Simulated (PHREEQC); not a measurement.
Brine: speciation

Dissolve 2.4 mol/kgw KCl and 0.41 mol/kgw KBr at 25 °C. Closed to the air; pH follows from the charge balance.

Model: Pitzer model, pitzer.dat, run in PHREEQC.

No solid was allowed to form.

Question: What activity of water does the model give?

Answer: activity of water 0.910.

Species that the database lacks are ignored.
